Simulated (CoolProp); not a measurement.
Ethanol at 293.15 K and 0.00482 MPa is throttled through a valve to 0.000512 MPa with no heat exchange. Each further row changes one setting.

Model: reference Helmholtz-energy equation of state, Schroeder 2014, in CoolProp.

```
case                          temperature change (K)  final density (kg/m³)
----------------------------  ----------------------  ---------------------
as stated                                       -0.6                0.00970
outlet pressure 0.000154 MPa                    -0.7                0.00292
outlet pressure 0.000666 MPa                    -0.6                 0.0126
```
